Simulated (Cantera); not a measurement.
**Fluorocarbon and chlorocarbon gases: C2F6 + HCl + H2 + F2**

Feed: 1 mol C2F6, 0.012 mol HCl, 0.15 mol H2, 0.021 mol F2, equilibrated at 2.10 mbar.

Equilibrium computed with Cantera from the NASA thermochemical tables; the gas is ideal and each condensed phase is pure. Candidate condensed phases: C, C6H6, C7H8, C8H18; 118 gas species. The feed counts by its element totals alone. Gases not in the tables: C2F6 and larger saturated fluorocarbons. Equilibrium is a limit: real reactors are often held back by kinetics, nucleation or transport.

```tsv
T (K)	x CF4	x CF2	x HF	x F	n C(graphite)
1098	0.820	2.21e-7	0.174	1.78e-8	0.565
1173	0.819	1.59e-6	0.175	1.62e-7	0.566
1248	0.817	9.02e-6	0.176	1.14e-6	0.566
1323	0.817	4.18e-5	0.177	6.41e-6	0.567
1398	0.816	0.000164	0.177	3.00e-5	0.567
1473	0.815	0.000558	0.177	0.000120	0.567
1548	0.814	0.00168	0.177	0.000420	0.566
1623	0.810	0.00457	0.177	0.00131	0.564
1698	0.801	0.0113	0.176	0.00367	0.559
1773	0.782	0.0256	0.174	0.00944	0.548
1848	0.744	0.0536	0.170	0.0223	0.527
1923	0.675	0.103	0.162	0.0486	0.489
1998	0.560	0.179	0.148	0.0977	0.425
```
x: gas mole fraction; n: condensed amount in mol.

From 1098 K to 1998 K the condensed part is C(graphite). The main C-bearing gas is CF4 throughout. The share of C in condensed phases is highest at 1398 K (28.4 %) and lowest at 1998 K (21.3 %).
